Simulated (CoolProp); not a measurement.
Vapour-liquid equilibrium of R227EA (1) + n-butane (2) at 0.304 MPa; x and y are mole fractions of (1).

Model: multi-fluid Helmholtz-energy mixture model, Lemmon 2016 and Bücker 2006; pair parameters Bell 2016, in CoolProp.

```csv
x,"bubble temperature, mixture model (°C)","bubble temperature, Raoult's law (°C)","y, mixture model","y, Raoult's law"
0.05,[?],30.9,0.259,0.089
0.15,14.5,28.3,0.473,0.248
0.25,11.2,25.8,0.552,0.384
0.35,[?],23.6,0.590,0.502
0.45,9.1,21.6,0.615,0.605
0.55,8.6,19.6,0.639,0.696
0.65,8.4,17.9,[?],0.777
0.75,8.5,16.2,[?],0.849
0.85,9.2,14.6,0.789,0.914
0.95,10.9,13.2,[?],0.973
```

Q: Fill in the missing entries.

A: 
- 0.05, bubble temperature, mixture model (°C): 23.3
- 0.35, bubble temperature, mixture model (°C): 9.8
- 0.65, y, mixture model: 0.670
- 0.75, y, mixture model: 0.716
- 0.95, y, mixture model: 0.910

The largest gap from Raoult's law is -14.6 K in bubble temperature, at x = 0.25. y crosses x between x = 0.65 and 0.75: the model has an azeotrope there.

Pair parameters are fitted to limited data, so mixtures are less certain than the pure fluids. With so large a gap from Raoult's law the liquid may split in two, which this calculation doesn't test in full.
